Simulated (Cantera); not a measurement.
Feed: 1 mol Al2O3, 0.2 mol H2, equilibrated at 750 Torr.

Equilibrium computed with Cantera from the NASA thermochemical tables; the gas is ideal and each condensed phase is pure. Candidate condensed phases: Al, Al2O3, H2O; 19 gas species. The tables' values for AlOH are old estimates; treat these amounts as uncertain. Gases not in the tables: Al(OH)3. Rates play no part.

x: gas mole fraction; n: condensed amount in mol.

```tsv
T (K)	x H2	x H	x H2O	x Al	n Al2O3(l)
2375	0.983	0.0140	0.00194	[?]	1.000
2425	0.978	0.0177	0.00259	[?]	1.000
2475	0.972	0.0222	0.00341	[?]	1.000
2525	0.965	0.0275	0.00443	[?]	1.000
2575	0.957	0.0339	0.00568	[?]	0.999
2625	0.947	0.0413	0.00721	[?]	0.999
2675	0.935	0.0499	0.00903	[?]	0.999
2725	0.921	0.0599	0.0112	[?]	0.999
2775	0.905	0.0712	0.0137	[?]	0.999
2825	0.887	0.0841	0.0167	[?]	0.998
2875	0.867	0.0985	0.0200	[?]	0.998
2925	0.844	0.115	0.0237	[?]	0.998
```

Problem. Some entries are withheld; supply them.

Solution. 
- 2375, x Al: 0.000587
- 2425, x Al: 0.000784
- 2475, x Al: 0.00103
- 2525, x Al: 0.00135
- 2575, x Al: 0.00174
- 2625, x Al: 0.00221
- 2675, x Al: 0.00279
- 2725, x Al: 0.00348
- 2775, x Al: 0.00430
- 2825, x Al: 0.00526
- 2875, x Al: 0.00638
- 2925, x Al: 0.00768
